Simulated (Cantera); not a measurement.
Charge: 1 mol Si, 1 mol Cl2, 0.25 mol H2, equilibrated at 673 K and 800000 Pa.

These are equilibrium values from Cantera (NASA tables, ideal gas, pure condensed phases), not measurements of a reactor. Candidate condensed phases: Si; 19 gas species. Equilibrium is a limit: real reactors are often held back by kinetics, nucleation or transport.

Base state: SiCl4 0.549, H2 0.246, SiHCl3 0.200, SiH2Cl2 0.00451, HCl 8.52e-5, SiH3Cl 2.13e-5 (mole fractions); condensed: Si(s).

Task: What changes in the equilibrium state with this change: temperature from 673 K to 898 K?

Result: 
```csv
species,before,after
SiCl4,0.549,0.557
H2,0.246,0.250
SiHCl3,0.200,0.184
SiCl2,1.87e-8,2.39e-5
SiCl3,4.69e-6,0.000525
"Si(s), mol",0.463,0.465
```
The tables' values for SiCl3 are old estimates; treat these amounts as uncertain.

Task: What changes in the equilibrium state with this change: Si replaced by SiCl4?

Result: 
```tsv
species	before	after
SiCl4	0.549	0.444
Cl2	<1e-9	0.333
HCl	8.52e-5	0.222
H2	0.246	<1e-9
SiHCl3	0.200	<1e-9
SiH2Cl2	0.00451	<1e-9
SiH3Cl	2.13e-5	<1e-9
Si(s), mol	0.463	0
```

Task: What changes in the equilibrium state with this change: H2 from 0.25 to 10 mol?

Result: 
```
species      before    after
----------  -------  -------
H2            0.246    0.942
SiHCl3        0.200   0.0339
SiCl4         0.549   0.0210
SiH3Cl      2.13e-5  7.04e-5
SiH2Cl2     0.00451  0.00337
HCl         8.52e-5  7.37e-5
Si(s), mol    0.463    0.394
```
